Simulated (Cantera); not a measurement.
Cantera run:

```python
import numpy as np
import cantera as ct

gas_names = [...]  # 136 gases of nasa_gas.yaml made of C, H, N, O
cond_names = """
    C(gr) C6H6(L) C7H8(L) C8H18(L),n-octa H2O(s) H2O(L)
""".split()


# ... load() reads the species with a 1 bar reference pressure and builds the phases ...
atoms = {
    'C2H6': {'C': 2, 'H': 6},
    'H2O': {'H': 2, 'O': 1},
    'N2': {'N': 2},
}
top_T = {'C(gr)': 4500}  # K; cautious upper limits of use, not melting points


# ... equilibrate(T, P, feed) seeds the gas with the atoms and calls Mixture.equilibrate('TP', solver="vcs", rtol=1e-11, max_steps=5000) ...
results = []
feed = {'C2H6': 1, 'H2O': 0.037, 'N2': 5.4}  # mol
T = 2700  # K
P = 170000  # Pa
mix = equilibrate(T, P, feed)
results.append((T, P, feed, dict(zip(mix.species_names, mix.species_moles))))
print(gas.report(threshold=0.001))
for i in range(1, mix.n_phases):
    print(f"{mix.phase(i).name:16s} {mix.phase_moles(i):12.5e} mol")
```

It prints:

```
       temperature   2700 K
          pressure   1.7e+05 Pa
           density   0.1463 kg/m^3
  mean mol. weight   19.319 kg/kmol
   phase of matter   gas

                          1 kg             1 kmol
                     ---------------   ---------------
          enthalpy        5.0468e+06        9.7501e+07  J
   internal energy        3.8848e+06        7.5052e+07  J
           entropy             12843        2.4811e+05  J/K
    Gibbs function       -2.9628e+07       -5.7239e+08  J
 heat capacity c_p            1966.1             37984  J/K
 heat capacity c_v            1535.8             29670  J/K

                      mass frac. Y      mole frac. X     chem. pot. / RT
                     ---------------   ---------------   ---------------
                CO         0.0062531         0.0043129           -38.605
    C2H2,acetylene         0.0097518         0.0072355           -28.017
                 H         0.0012595           0.02414           -10.564
               HCN          0.067579          0.048308           -27.994
               HNC         0.0097888         0.0069974           -27.994
                H2          0.032021           0.30685           -21.129
                N2           0.87224           0.60152           -27.971
     [ +129 minor]         0.0011102        0.00063402

C(gr)             1.35513e+00 mol
```

These are equilibrium values from Cantera (NASA tables, ideal gas, pure condensed phases), not measurements of a reactor.
